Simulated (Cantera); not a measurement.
Input: 1 mol Ta₂O₅, 31 mol H₂, 0.089 mol H₂O, equilibrated at 1548 K and 100000 Pa.

Cantera equilibrium calculation (NASA polynomials, part measured and part estimated; ideal gas, pure solids and liquids). Candidate condensed phases: H₂O, Ta, Ta₂O₅; 12 gas species. The numbers say what is thermodynamically allowed, not how fast it happens.

**Question.** What is the equilibrium state?

**Answer.** 
```
Property                             Result
--------------------------------  ---------
x(H₂)                                 0.997
x(H₂O)                              0.00286
x(H)                                3.07e-5
n(Ta₂O₅(s))                        1.00 mol
gas amount                        31.09 mol
log10 activity of Ta(s) (absent)      -3.31
```
